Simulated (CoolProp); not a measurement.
The fluid at 298.15 K and 6.65 MPa (liquid) is heated at constant pressure to 336 K. The same conditions are run with several fluids, on thermodynamics alone (safety and materials aside).

Values from CoolProp's reference Helmholtz-energy equation of state of each fluid (R13: Platzer 1990; n-hexane: Thol 2019; n-undecane: Aleksandrov 2011; cyclohexane: Zhou 2014; R1233zd(E): Akasaka 2022). The equations of Platzer and Polt are older, rougher fits.

```csv
fluid,heat (kJ/kg),final phase,final density (kg/m³)
R13,65.9,supercritical,535
n-hexane,88.4,liquid,629
n-undecane,86.0,liquid,714
cyclohexane,73.3,liquid,745
R1233zd(E),45.6,liquid,1190
```
